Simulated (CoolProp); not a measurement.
Vapour-liquid equilibrium of cyclohexane (1) + n-nonane (2) at 459.1 K; x and y are mole fractions of (1).

Model: multi-fluid Helmholtz-energy mixture model, Zhou 2014 and Lemmon 2006; pair parameters Bell 2016, in CoolProp.

Problem. Give the bubble pressure and the first vapour's composition at x = 0.05, 0.5, 0.65. Is there an azeotrope?

Solution. x = 0.05: 0.2736 MPa, y = 0.164; x = 0.5: 0.6097 MPa, y = 0.772; x = 0.65: 0.7363 MPa, y = 0.863. No azeotrope shows between x = 0.05 and 0.95.

The pair parameters rest on a limited set of measurements; away from them the model extrapolates.
